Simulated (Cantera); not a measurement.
An isothermal, constant-pressure homogeneous reactor starts with CO : O₂ : H₂O : N₂ = 0.0021 : 0.056 : 0.00026 : 1 (molar parts), at 1350 K and 1.28 atm.

Computed with Cantera and GRI-Mech 3.0 (53 species, 325 reactions).

x: mole fraction; the columns are a selection and need not sum to one.

```tsv
t (s)	x CO	x O₂	x H₂O	x NO	x CO₂	x H₂	x NO₂
0.000300	0.00198	0.0529	0.000246	<1e-12	1.73e-8	<1e-12	<1e-12
0.000835	0.00198	0.0529	0.000246	<1e-12	5.70e-8	5.65e-12	<1e-12
0.00232	0.00198	0.0529	0.000246	<1e-12	3.73e-7	1.41e-10	<1e-12
0.00646	0.00196	0.0529	0.000244	6.27e-11	2.79e-5	2.93e-8	<1e-12
0.0180	___	0.0523	0.000235	___	___	___	___
0.0500	0.000185	0.0520	0.000241	6.01e-7	0.00180	9.50e-8	9.22e-9
0.139	2.49e-5	0.0520	0.000244	8.68e-7	0.00196	1.38e-8	1.54e-8
0.387	___	0.0520	0.000245	9.54e-7	0.00198	___	___
1.08	1.10e-7	0.0520	0.000245	9.72e-7	0.00199	4.07e-10	6.86e-9
3.00	4.09e-9	0.0520	0.000246	9.75e-7	0.00199	1.98e-10	4.95e-9
```

Q: Fill in the missing entries.

A: 
- 0.0180, x CO: 0.000910
- 0.0180, x NO: 1.49e-7
- 0.0180, x CO₂: 0.00108
- 0.0180, x H₂: 4.58e-7
- 0.0180, x NO₂: 1.68e-9
- 0.387, x CO: 2.21e-6
- 0.387, x H₂: 2.07e-9
- 0.387, x NO₂: 1.27e-8
